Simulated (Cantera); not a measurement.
A closed system holds: 1 mol TiO2, 0.15 mol HCl, a varied amount of H2, at 11.0 mbar.

Method: chemical equilibrium by Gibbs-energy minimisation in Cantera with the NASA 1993 tables (ideal gas, pure condensed phases). Candidate condensed phases: H2O, Ti, TiCl2, TiCl3, TiCl4, TiO, TiO2, Ti2O3, Ti3O5, Ti4O7; 23 gas species. Mutual solubility and eutectic melting of coexisting phases are not modelled. The tables' values for TiCl2 are old estimates. Condensed phases not in the tables: Magnéli phases beyond Ti4O7, TiOCl. Rates play no part.

Stable condensed phases, one row left out:

```
T in K \ n(H2) in mol
         0.14  0.2 0.28 0.39 0.55 0.79  1.1
   1650     A    A    A    A    A    A    A
   1600     A    A    A    A    A    A    A
   1550     A    A    A    A    A    A    A
   1500     A    A    A    A    A    A    A
   1450     A    A    A    A    A    A    A
   1400     A    A    A    A    A    A    A
   1350     A    A    A    A    A    A    A
   1300     A    A    A    A    A    A    A
   1250     A    A    A    A    A    A    A
   1150     B    B    B    A    A    A    A
   1100     B    B    B    B    A    A    A
   1050     B    B    B    B    B    A    A
   1000     B    B    B    B    B    B    B
```

A: TiO2 + Ti4O7; B: TiO2.

Question: Give the row for 1200 K.

Answer: 0.14: TiO2; 0.2: TiO2; 0.28: TiO2 + Ti4O7; 0.39: TiO2 + Ti4O7; 0.55: TiO2 + Ti4O7; 0.79: TiO2 + Ti4O7; 1.1: TiO2 + Ti4O7.
